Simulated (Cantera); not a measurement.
A perfectly stirred reactor is fed with NO : N2 = 1 : 4.3 (molar parts), at 100.0 Torr; it is held at 1900 K, and followed from long to short residence time.

Detailed kinetics in Cantera: GRI-Mech 3.0 (53 species, 325 reactions).

Q: What does this change do: 0.097 parts H2O added?

A: 
```csv
quantity,before,after
x(NO) at τ = 4.50 s,0.154,0.148
x(N2) at τ = 4.50 s,0.828,0.815
x(NO2) at τ = 4.50 s,3.42e-5,3.26e-5
x(O2) at τ = 4.50 s,0.0171,0.0183
x(N2O) at τ = 4.50 s,9.70e-6,6.99e-6
x(NO) at τ = 19.0 ms,0.189,0.185
x(N2) at τ = 19.0 ms,0.811,0.797
x(NO2) at τ = 19.0 ms,1.02e-5,7.19e-6
x(O2) at τ = 19.0 ms,3.53e-5,0.000118
x(N2O) at τ = 19.0 ms,1.17e-5,9.28e-6
```

Q: What does this change do: NO 1 to 0.51 parts?

A: 
| quantity | before | after |
|---|---|---|
| x(NO) at τ = 4.50 s | 0.154 | 0.0930 |
| x(N2) at τ = 4.50 s | 0.828 | 0.900 |
| x(NO2) at τ = 4.50 s | 3.42e-5 | 1.31e-5 |
| x(O2) at τ = 4.50 s | 0.0171 | 0.00644 |
| x(N2O) at τ = 4.50 s | 9.70e-6 | 3.65e-6 |
| x(NO) at τ = 19.0 ms | 0.189 | 0.106 |
| x(N2) at τ = 19.0 ms | 0.811 | 0.894 |
| x(NO2) at τ = 19.0 ms | 1.02e-5 | 3.15e-6 |
| x(O2) at τ = 19.0 ms | 3.53e-5 | 7.61e-6 |
| x(N2O) at τ = 19.0 ms | 1.17e-5 | 3.72e-6 |

Q: What does this change do: N2 4.3 to 6.3 parts?

A: 
```json
[
 {"quantity": "x(NO) at τ = 4.50 s", "before": "0.154", "after": "0.117"},
 {"quantity": "x(N2) at τ = 4.50 s", "before": "0.828", "after": "0.873"},
 {"quantity": "x(NO2) at τ = 4.50 s", "before": "3.42e-5", "after": "2.01e-5"},
 {"quantity": "x(O2) at τ = 4.50 s", "before": "0.0171", "after": "0.00999"},
 {"quantity": "x(N2O) at τ = 4.50 s", "before": "9.70e-6", "after": "5.68e-6"},
 {"quantity": "x(NO) at τ = 19.0 ms", "before": "0.189", "after": "0.137"},
 {"quantity": "x(N2) at τ = 19.0 ms", "before": "0.811", "after": "0.863"},
 {"quantity": "x(NO2) at τ = 19.0 ms", "before": "1.02e-5", "after": "5.45e-6"},
 {"quantity": "x(O2) at τ = 19.0 ms", "before": "3.53e-5", "after": "1.55e-5"},
 {"quantity": "x(N2O) at τ = 19.0 ms", "before": "1.17e-5", "after": "6.19e-6"}
]
```
